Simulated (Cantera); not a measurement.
Input: 1 mol Fe(CO)₅, 4.4 mol H₂, 0.34 mol N₂, equilibrated at 1623.15 K and 0.0420 bar.

Equilibrium computed with Cantera from the NASA thermochemical tables; the gas is ideal and each condensed phase is pure. Candidate condensed phases: C, C₆H₆, C₇H₈, C₈H₁₈, Fe, Fe(CO)₅, FeO, Fe(OH)₂, Fe(OH)₃, Fe₂O₃, Fe₃O₄, H₂O; 140 gas species. Equilibrium is a limit: real reactors are often held back by kinetics, nucleation or transport.

Base state: CO 0.513, H₂ 0.452, N₂ 0.0349, H 0.000227, HCN 5.23e-5, H₂O 4.16e-5, Fe 3.99e-5, CO₂ 1.53e-5 (mole fractions); condensed: Fe(γ).

Question: What changes in the equilibrium state with this change: Fe(CO)₅ replaced by Hg?

Answer: 
```
species       before     after
----------  --------  --------
H₂             0.452     0.766
Hg                 0     0.174
N₂            0.0349    0.0592
CO             0.513         0
Fe           3.99e-5         0
HCN          5.23e-5         0
H₂O          4.16e-5         0
CO₂          1.53e-5         0
H           0.000227  0.000296
Fe(γ), mol     1.000         0
```
Further candidate phases: Hg.
